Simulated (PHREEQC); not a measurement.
## Copper plating or etch bath: speciation

Make-up at 25 °C: 67 mmol/kgw Cu(NO3)2, 41 mmol/kgw H2SO4 and 0.21 mmol/kgw KCl. Closed to the air; pH follows from the charge balance.

Computed with PHREEQC (ion-association model, phreeqc.dat).

The pH comes out as 1.31, the ionic strength comes out as 0.244 mol/kgw and the specific conductance is 29900 µS/cm. The density is 1.010 g/cm³ and the total alkalinity is -82.0 meq/kg.

```csv
species,molality,activity,log γ
NO3-,0.134,0.0907,-0.169
H+,0.0624,0.0493,-0.102
Cu+2,0.0568,0.0175,-0.511
HSO4-,0.0196,0.0145,-0.131
SO4-2,0.0111,0.00303,-0.566
CuSO4,0.0102,0.0108,0.024
K+,0.000206,0.000143,-0.157
Cl-,0.000201,0.000141,-0.154
```

This is a speciation only: nothing precipitates in the calculation.
